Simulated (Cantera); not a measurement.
## Low-pressure radical oxidation in H2/O2

A perfectly stirred reactor is fed with 6.98 % H₂, 93.0 % O₂, equivalence ratio 0.037, at 0.00316 atm; it is held at 1325 K, and followed from long to short residence time.

Detailed kinetics in Cantera: GRI-Mech 3.0 (53 species, 325 reactions). Radical loss at walls, strong at low pressure, is not modelled. The temperature is held fixed by assumption; the heat of reaction is taken as removed at once.

```csv
τ (s),x H₂,x O₂,x H₂O,x H,x HO₂,x H₂O₂,x OH
0.50,0.00117,0.894,0.0637,0.00615,6.94e-7,2.32e-8,0.00550
0.27,0.00141,0.887,0.0621,0.00790,7.20e-7,2.36e-8,0.00594
0.15,0.00166,0.883,0.0607,0.00933,7.37e-7,2.40e-8,0.00628
0.082,0.00198,0.880,0.0595,0.0105,7.49e-7,2.46e-8,0.00658
0.045,0.00245,0.878,0.0584,0.0113,7.60e-7,2.57e-8,0.00689
0.025,0.00320,0.878,0.0570,0.0120,7.71e-7,2.76e-8,0.00726
0.013,0.00464,0.879,0.0549,0.0126,7.84e-7,3.08e-8,0.00782
0.0074,0.00677,0.881,0.0523,0.0131,7.93e-7,3.46e-8,0.00844
0.0041,0.0104,0.885,0.0482,0.0132,7.94e-7,3.93e-8,0.00913
0.0022,0.0168,0.890,0.0418,0.0126,7.74e-7,4.33e-8,0.00965
0.0012,0.0269,0.898,0.0328,0.0108,7.23e-7,4.27e-8,0.00937
```
x: mole fraction; the columns are a selection and need not sum to one.
